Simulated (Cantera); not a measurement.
Cantera run:

```python
import numpy as np
import cantera as ct

gas_names = """
    Fe FeO Fe(OH)2 H HO2 H2 H2O H2O2 H2S H2SO4 O OH O2 O3 S SH SO SO2 SO3 S2 S2O S8
""".split()
cond_names = """
    Fe(a) Fe(c) Fe(d) Fe(L) FeO(s) FeO(L) Fe(OH)2(s) Fe(OH)3(s) FeS(a) FeS(b) FeS(c) FeS(L) FeSO4(s)
    FeS2(s) Fe2O3(s) Fe2S3O12(s) Fe3O4(s) H2O(s) H2O(L) H2SO4(L) S(cr1) S(cr2) S(L)
""".split()


# ... load() reads the species with a 1 bar reference pressure and builds the phases ...
atoms = {
    'Fe2O3': {'Fe': 2, 'O': 3},
    'H2S': {'H': 2, 'S': 1},
    'O2': {'O': 2},
    'SO3': {'S': 1, 'O': 3},
}
top_T = {'FeSO4(s)': 950, 'FeS2(s)': 1010, 'Fe2O3(s)': 1830, 'Fe2S3O12(s)': 1100, 'Fe3O4(s)': 1870}  # K; cautious upper limits of use, not melting points


# ... equilibrate(T, P, feed) seeds the gas with the atoms and calls Mixture.equilibrate('TP', solver="vcs", rtol=1e-11, max_steps=5000) ...
results = []
feed = {'Fe2O3': 1, 'H2S': 0.058, 'O2': 0.044, 'SO3': 0.19}  # mol
P = 1000  # Pa
for T in [998, 1098, 1198, 1298, 1398, 1498, 1598]:
    mix = equilibrate(T, P, feed)
    results.append((T, P, feed, dict(zip(mix.species_names, mix.species_moles))))

top = {s: max(r[3][s] / sum(r[3][g] for g in gas_names) for r in results) for s in gas_names}
cols = sorted((s for s in top if top[s] > 0.001), key=lambda s: -top[s])[:7]
seen = [c for c in cond_names if any(r[3].get(c, 0) > 1e-12 for r in results)]
print("log10 of partial pressures in bar; condensed amounts in mol")
print(f"{'T/K':>10s}" + "".join(f"{s[:9]:>10s}" for s in cols + seen))
for T, P, feed, n in results:
    ng = sum(n[g] for g in gas_names)
    print(f"{T:10.4g}" + "".join(f"{np.log10(max(n[s] / ng * P / 1e5, 1e-99)):10.3f}" for s in cols)
          + "".join(f"{n.get(c, 0):10.4g}" for c in seen))
```

Output:

```
log10 of partial pressures in bar; condensed amounts in mol
       T/K       SO2        O2       H2O       SO3  Fe2O3(s)  Fe3O4(s)
       998    -2.178    -2.898    -2.781    -3.360         1         0
      1098    -2.166    -2.859    -2.787    -3.793         1         0
      1198    -2.162    -2.847    -2.789    -4.168         1         0
      1298    -2.161    -2.842    -2.790    -4.489         1         0
      1398    -2.160    -2.840    -2.790    -4.764         1         0
      1498    -2.326    -2.381    -2.957    -4.940         0    0.6667
      1598    -2.326    -2.381    -2.958    -5.147         0    0.6667
```

These are equilibrium values from Cantera (NASA tables, ideal gas, pure condensed phases), not measurements of a reactor.
